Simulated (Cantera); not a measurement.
Cantera run, input and output.

```python
import numpy as np
import cantera as ct

gas = ct.Solution("gri30.yaml", transport_model="mixture-averaged")
show = ['N2', 'CO2', 'O']

rows = []
print(f"{'T/K':>7s}{'rho':>11s}{'cp':>10s}{'mu':>11s}{'lambda':>11s}{'Pr':>7s}" + "".join(f"{'D_' + s:>11s}" for s in show))
for T in [400, 550, 700, 850, 1000, 1150, 1300]:
    gas.TPX = T, 1500, {'CO2': 0.55, 'N2O': 0.8}
    Pr = gas.cp_mass * gas.viscosity / gas.thermal_conductivity
    D = [gas.mix_diff_coeffs_mole[gas.species_index(s)] for s in show]
    rows.append([gas.density, gas.cp_mass, gas.viscosity, gas.thermal_conductivity, Pr, *D])
    print(f"{T:7g}{gas.density:11.4e}{gas.cp_mass:10.1f}{gas.viscosity:11.4e}"
          f"{gas.thermal_conductivity:11.4e}{Pr:7.3f}" + "".join(f"{d:11.4e}" for d in D))
print("SI units: kg/m3, J/kg/K, Pa s, W/m/K, m2/s")
```

Result:

```
    T/K        rho        cp         mu     lambda     Pr       D_N2      D_CO2        D_O
    400 1.9850e-02     957.1 1.9577e-05 2.5409e-02  0.737 1.7886e-03 1.2976e-03 2.8516e-03
    550 1.4436e-02    1062.4 2.5681e-05 3.7068e-02  0.736 3.1371e-03 2.3367e-03 4.9787e-03
    700 1.1343e-02    1140.7 3.1065e-05 4.8171e-02  0.736 4.7579e-03 3.6007e-03 7.5312e-03
    850 9.3412e-03    1200.5 3.5933e-05 5.8622e-02  0.736 6.6255e-03 5.0660e-03 1.0470e-02
   1000 7.9400e-03    1246.4 4.0413e-05 6.8457e-02  0.736 8.7219e-03 6.7156e-03 1.3769e-02
   1150 6.9044e-03    1278.7 4.4591e-05 7.7743e-02  0.733 1.1034e-02 8.5372e-03 1.7406e-02
   1300 6.1077e-03    1305.8 4.8526e-05 8.6545e-02  0.732 1.3550e-02 1.0521e-02 2.1365e-02
SI units: kg/m3, J/kg/K, Pa s, W/m/K, m2/s
```

Cantera simulation using GRI-Mech 3.0 (53 species, 325 reactions); the numbers are that mechanism's predictions, not measurements. The composition is frozen, though it would react at the higher temperatures.
